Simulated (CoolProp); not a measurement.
Vapour-liquid equilibrium of neopentane (1) + n-pentane (2) at 4.35 °C; x and y are mole fractions of (1).

Values from CoolProp's multi-fluid Helmholtz-energy mixture model, Lemmon 2006 and Thol 2019; pair parameters Bell 2016.

Give the bubble pressure and the first vapour's composition at x = 0.05, 0.2, 0.5. Is there an azeotrope?

x = 0.05: 32.53 kPa, y = 0.131; x = 0.2: 40.90 kPa, y = 0.414; x = 0.5: 57.23 kPa, y = 0.733. No azeotrope shows between x = 0.05 and 0.95.

The pair parameters rest on a limited set of measurements; away from them the model extrapolates.
